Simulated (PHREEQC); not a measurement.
Dissolve 0.019 mol H3BO3, 3.2e-05 mol K2HPO4 and 0.0013 mol NaCl per kg of water at 20 °C. Closed to the air; pH follows from the charge balance.

Computed with PHREEQC (ion-association model, phreeqc.dat).

| quantity | before | after |
|---|---|---|
| pH | 6.42 | 6.67 |
| H2BO3- (mol/kgw) | 2.75e-5 | 4.86e-5 |
| H2PO4- (mol/kgw) | 2.71e-5 | 4.84e-5 |
| HPO4-2 (mol/kgw) | 4.89e-6 | 1.55e-5 |
| NaHPO4- (mol/kgw) | 1.05e-8 | 3.33e-8 |
| H3PO4 (mol/kgw) | 1.36e-9 | 1.37e-9 |
| SI of Halite (NaCl) | -7.37 | -7.37 |
| SI of Sylvite (KCl) | -7.99 | -7.69 |

Task: Which change was made?
A. K2HPO4 from 3.2e-05 to 6.4e-05 mol/kgw
B. H3BO3 from 0.019 to 0.095 mol/kgw
C. NaCl from 0.0013 to 0.00117 mol/kgw

Result: A, K2HPO4 from 3.2e-05 to 6.4e-05 mol/kgw

Precipitation was switched off in this run.
